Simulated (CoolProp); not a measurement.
Saturation properties of cyclopropane (Tc = 125.5 °C, pc = 5.605 MPa, ω = 0.131).

Model: reference Helmholtz-energy equation of state, Polt 1992, in CoolProp. This equation is an older, rougher fit; its heat capacities, sound speeds and derivatives of the liquid may be far off and weren't checked against measurements.

```tsv
T (°C)	p (MPa)	liquid density (kg/m³)	vapour density (kg/m³)	enthalpy of vaporisation (kJ/kg)	surface tension (mN/m)
24.05	0.7062	620.5	13.80	404.0	11.2
29.15	0.8091	612.6	15.76	396.1	10.5
34.15	0.9203	604.5	17.89	388.3	9.79
39.25	___	___	20.31	380.1	9.08
44.25	1.179	587.7	22.92	371.7	___
49.35	1.328	578.8	25.88	362.8	7.70
54.35	1.486	569.8	29.08	353.7	___
59.35	___	560.4	32.63	___	6.39
64.45	1.849	550.5	36.65	333.9	5.75
69.45	2.051	540.4	___	323.1	5.14
74.55	2.273	529.6	46.02	311.5	4.53
79.55	2.507	___	51.49	299.2	3.95
84.55	2.758	506.6	57.65	286.0	3.39
```

Task: Fill in the missing entries.

Result: 
- 39.25, p (MPa): 1.045
- 39.25, liquid density (kg/m³): 596.1
- 44.25, surface tension (mN/m): 8.39
- 54.35, surface tension (mN/m): 7.04
- 59.35, p (MPa): 1.659
- 59.35, enthalpy of vaporisation (kJ/kg): 344.2
- 69.45, vapour density (kg/m³): 41.03
- 79.55, liquid density (kg/m³): 518.5

Surface tension comes from a separate correlation (Mulero 2014).
